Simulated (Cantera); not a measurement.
What does this Cantera script print?

```python
import numpy as np
import cantera as ct

gas_names = """
    H HNO HNO2 HNO3 HO2 H2 H2O H2O2 N NH NH2 NH3 NH2OH NO NO2 NO3 N2 N2H2 N2H4 N2O O OH O2 O3 V VN VO
    VO2
""".split()
cond_names = """
    H2O(s) H2O(L) V(cr) V(L) VN(s) VO(s) VO(L) V2O3(s) V2O3(L) V2O4(I) V2O4(II) V2O4(L) V2O5(s) V2O5(L)
""".split()


# ... load() reads the species with a 1 bar reference pressure and builds the phases ...
atoms = {
    'V2O3': {'V': 2, 'O': 3},
    'H2': {'H': 2},
    'N2': {'N': 2},
}
top_T = {'VN(s)': 2300}  # K; cautious upper limits of use, not melting points


# ... equilibrate(T, P, feed) seeds the gas with the atoms and calls Mixture.equilibrate('TP', solver="vcs", rtol=1e-11, max_steps=5000) ...
results = []
feed = {'V2O3': 1, 'H2': 18, 'N2': 2.2}  # mol
P = 101325  # Pa
for T in [1800, 1850, 1900, 1950, 2000, 2050, 2100, 2150]:
    mix = equilibrate(T, P, feed)
    results.append((T, P, feed, dict(zip(mix.species_names, mix.species_moles))))

top = {s: max(r[3][s] / sum(r[3][g] for g in gas_names) for r in results) for s in gas_names}
cols = sorted((s for s in top if top[s] > 1e-06), key=lambda s: -top[s])[:8]
seen = [c for c in cond_names if any(r[3].get(c, 0) > 1e-12 for r in results)]
print("log10 of partial pressures in bar; condensed amounts in mol")
print(f"{'T/K':>10s}" + "".join(f"{s[:9]:>10s}" for s in cols + seen))
for T, P, feed, n in results:
    ng = sum(n[g] for g in gas_names)
    print(f"{T:10.4g}" + "".join(f"{np.log10(max(n[s] / ng * P / 1e5, 1e-99)):10.3f}" for s in cols)
          + "".join(f"{n.get(c, 0):10.4g}" for c in seen))
```

Result:

```
log10 of partial pressures in bar; condensed amounts in mol
       T/K        H2        N2       H2O         H       VO2        OH        VO       NH3     VO(s)     VO(L)   V2O3(s)
      1800    -0.051    -0.957    -1.886    -3.471    -6.375    -6.486    -7.215    -5.090    0.5189         0    0.7405
      1850    -0.052    -0.957    -1.806    -3.295    -5.969    -6.180    -6.807    -5.136     0.624         0     0.688
      1900    -0.054    -0.957    -1.730    -3.127    -5.586    -5.889    -6.421    -5.180    0.7426         0    0.6287
      1950    -0.056    -0.957    -1.659    -2.968    -5.224    -5.614    -6.057    -5.222    0.8754         0    0.5622
      2000    -0.058    -0.958    -1.591    -2.818    -4.880    -5.352    -5.712    -5.262     1.023         0    0.4884
      2050    -0.060    -0.958    -1.528    -2.674    -4.555    -5.103    -5.385    -5.301     1.185         0    0.4071
      2100    -0.064    -0.958    -1.421    -2.539    -4.222    -4.819    -5.099    -5.342         0     1.516    0.2411
      2150    -0.071    -0.958    -1.305    -2.410    -3.898    -4.534    -4.835    -5.383         0     1.981  0.008248
```

Method: chemical equilibrium by Gibbs-energy minimisation in Cantera with the NASA 1993 tables (ideal gas, pure condensed phases). Mutual solubility and eutectic melting of coexisting phases are not modelled. VO: taken at fixed stoichiometry. Condensed phases not in the tables: the oxides between V2O3 and V2O5 other than VO2.
